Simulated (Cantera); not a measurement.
What does this Cantera script print?

```python
import numpy as np
import cantera as ct

gas = ct.Solution("SiF4_NH3_mec.yaml", "gas")
gas.TPX = 2150, 10000, {'NH3': 1, 'H2': 6.4}
reactor = ct.IdealGasConstPressureReactor(gas, energy="off", clone=False)
net = ct.ReactorNet([reactor])
net.rtol, net.atol = 1e-08, 1e-18
show = ['NH3', 'H2', 'NH', 'N', 'N2']
times = np.geomspace(8e-06, 100, 12)

steps = ct.SolutionArray(gas, extra=["t"])
rows = []
print(f"{'t/s':>10s}{'T/K':>9s}{'P/Pa':>11s}" + "".join(f"{s:>11s}" for s in show))
for t in times:
    while net.time < t:
        t_next = net.step()
        steps.append(gas.state, t=t_next)
    rows.append([np.interp(t, steps.t, y) for y in (steps.T, steps.P, *steps(*show).X.T)])
    print(f"{t:10.3e}{rows[-1][0]:9.1f}{rows[-1][1]:11.4g}" + "".join(f"{x:11.3e}" for x in rows[-1][2:]))
rate = np.gradient(steps.T, steps.t)
print("integrator steps:", len(steps.t))
if steps.T.max() > steps.T[0] + 200:
    print(f"time of steepest temperature rise: {steps.t[rate.argmax()]:.4e} s")
gas.TPX = 2150, 10000, {'NH3': 1, 'H2': 6.4}
gas.equilibrate("TP")
print(f"equilibrium (TP): T = {gas.T:.1f} K  " + "  ".join(f"{s} {gas[s].X[0]:.3e}" for s in show))
```

It prints:

```
       t/s      T/K       P/Pa        NH3         H2         NH          N         N2
 8.000e-06   2150.0      1e+04  1.351e-01  8.649e-01  5.548e-10  1.913e-13  1.054e-13
 3.534e-05   2150.0      1e+04  1.351e-01  8.648e-01  1.477e-08  3.395e-11  7.251e-11
 1.561e-04   2150.0      1e+04  1.350e-01  8.647e-01  3.084e-07  3.432e-09  4.127e-08
 6.896e-04   2150.0      1e+04  1.347e-01  8.643e-01  5.625e-06  2.694e-07  1.366e-05
 3.046e-03   2150.0      1e+04  1.318e-01  8.650e-01  2.631e-05  2.742e-06  1.088e-03
 1.346e-02   2150.0      1e+04  1.167e-01  8.734e-01  2.593e-05  2.854e-06  7.773e-03
 5.945e-02   2150.0      1e+04  6.884e-02  9.000e-01  2.216e-05  2.953e-06  2.893e-02
 2.626e-01   2150.0      1e+04  4.991e-03  9.329e-01  1.124e-05  3.992e-06  5.713e-02
 1.160e+00   2150.0      1e+04  1.443e-05  9.279e-01  2.286e-07  2.157e-07  5.913e-02
 5.125e+00   2150.0      1e+04  2.254e-06  9.279e-01  3.573e-08  3.372e-08  5.914e-02
 2.264e+01   2150.0      1e+04  5.540e-07  9.279e-01  8.784e-09  8.290e-09  5.914e-02
 1.000e+02   2150.0      1e+04  3.471e-07  9.279e-01  5.503e-09  5.194e-09  5.914e-02
integrator steps: 1560
equilibrium (TP): T = 2150.0 K  NH3 3.461e-07  H2 9.279e-01  NH 5.488e-09  N 5.179e-09  N2 5.914e-02
```

Detailed kinetics in Cantera: the gas-phase N/H chemistry of the illustrative SiF4/NH3 mechanism in the Surface Chemkin manual (1991). Walls and surfaces, which speed up NH3 decomposition in real reactors, are not modelled.
